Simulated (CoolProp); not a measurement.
Aqueous ethylene glycol as a coolant, at -2 °C, 1 atm.

Model: Melinder's fits for secondary coolants, in CoolProp.

```
mass %  freezing point (°C)  cp (kJ/(kg K))  density (kg/m³)  viscosity (mPa s)  conductivity (W/(m K))
------  -------------------  --------------  ---------------  -----------------  ----------------------
13.4                   -4.7           3.978             1019               2.79                   0.507
18.6                   -7.2           3.884             1027               3.28                   0.487
23.8                  -10.2           3.783             1036               3.85                   0.467
29                    -13.8           3.674             1044               4.51                   0.448
34.2                  -18.1           3.559             1052               5.29                   0.429
39.4                  -23.2           3.439             1060               6.20                   0.410
44.6                  -29.0           3.318             1068               7.30                   0.393
```
